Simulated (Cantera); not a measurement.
Transport properties of process gases

Gas mixture: 8.02 % CH4, 48.8 % C2H6, 43.2 % NH3, at 3750 Torr, frozen composition.

Cantera's kinetic-theory transport with the Lennard-Jones parameters of GRI-Mech 3.0, ideal gas; thermal conductivity in the mixture-averaged form. Polar gases are described roughly by these parameters. The composition is frozen, though it would react at the higher temperatures.

```csv
T (K),ρ (kg/m³),cp (J/kg/K),μ (µPa s),λ (mW/m/K),Pr,D (cm²/s) CH3,D (cm²/s) CO2,D (cm²/s) H2
400,3.50,2219,13.1,40.3,0.722,0.0651,0.0457,0.224
550,2.55,2732,17.5,65.1,0.734,0.116,0.0831,0.388
700,2.00,3181,21.5,92.3,0.741,0.178,0.129,0.585
850,1.65,3541,25.2,120,0.742,0.250,0.182,0.812
1000,1.40,3868,28.6,148,0.746,0.331,0.243,1.07
1150,1.22,4131,31.8,176,0.746,0.420,0.309,1.35
1300,1.08,4353,34.9,203,0.746,0.517,0.382,1.65
1450,0.967,4540,37.7,230,0.745,0.622,0.460,1.98
```
D: mixture-averaged diffusion coefficient of that species in the mixture.
